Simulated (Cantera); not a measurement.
# Premixed flame

A freely propagating, adiabatic, planar premixed flame of 6.67 % CH₄, 16.0 % O₂, 77.3 % N₂, equivalence ratio 0.83, unburnt at 648 K and 5.70 bar; mixture-averaged transport, grid criteria slope 0.08 and curve 0.16, no radiation.

Model: GRI-Mech 3.0 (53 species, 325 reactions), integrated in Cantera. Burning velocities carry a grid error of a few per cent, more on coarse grids.

```csv
z (mm),T (K),u (m/s),x CH₄,x O₂,x H₂O,x HO₂,x HCN,x NO
-0.438,649,0.388,0.0665,0.160,0.000316,1.56e-7,<1e-8,<1e-8
-0.292,658,0.394,0.0659,0.159,0.00190,1.23e-6,<1e-8,1.14e-8
-0.219,681,0.408,0.0643,0.157,0.00549,4.41e-6,<1e-8,4.38e-8
-0.146,776,0.467,0.0584,0.149,0.0181,2.05e-5,4.43e-8,2.54e-7
-0.0731,1119,0.677,0.0382,0.119,0.0555,8.78e-5,2.40e-7,1.98e-6
-0.0365,1438,0.872,0.0196,0.0872,0.0865,0.000147,4.87e-7,4.53e-6
0,1758,1.07,0.00329,0.0526,0.115,9.67e-5,8.26e-7,8.22e-6
0.0365,1897,1.15,8.56e-5,0.0367,0.125,2.57e-5,4.53e-7,1.22e-5
0.0731,1956,1.18,1.52e-6,0.0322,0.127,1.53e-5,1.20e-7,1.48e-5
0.146,2014,1.21,<1e-8,0.0293,0.129,7.93e-6,1.14e-8,1.77e-5
0.292,2052,1.23,<1e-8,0.0277,0.131,3.46e-6,<1e-8,2.04e-5
0.584,2069,1.24,<1e-8,0.0271,0.132,1.79e-6,<1e-8,2.28e-5
1.17,2073,1.24,<1e-8,0.0270,0.133,1.47e-6,<1e-8,2.58e-5
```
x: mole fraction of selected species; z is measured from the peak of heat release.

- laminar burning velocity = 38.7 cm/s
- thermal thickness = 0.146 mm
- peak x(HO₂) = 0.000153
- peak x(HCN) = 8.36e-7
- grid points = 143
